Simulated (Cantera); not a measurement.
An isothermal plug-flow reactor at 925 K and 5.00 bar (inlet), inlet velocity 3.3 m/s, active area per volume 130 1/m; feed 0.102 % CO, 16.8 % O₂, 83.1 % N₂, equivalence ratio 0.0030.

Computed with Cantera and Deutschmann's 1995 Pt surface mechanism with GRI-Mech 3.0 gas chemistry. Catalytic surfaces can have several steady states; this one follows from the mechanism file's or the stated starting coverage. Mass transfer to the wall is taken as infinitely fast.

Question: Predict: x(CO) at z = 0.037 m; x(O₂) at z = 0.037 m; x(CO₂) at z = 0.037 m; θ(free Pt) at the exit; θ(O*) at the exit.

Answer: x(CO) at z = 0.037 m: 0.000171
x(O₂) at z = 0.037 m: 0.168
x(CO₂) at z = 0.037 m: 0.000849
θ(free Pt) at the exit: 0.0596
θ(O*) at the exit: 0.940
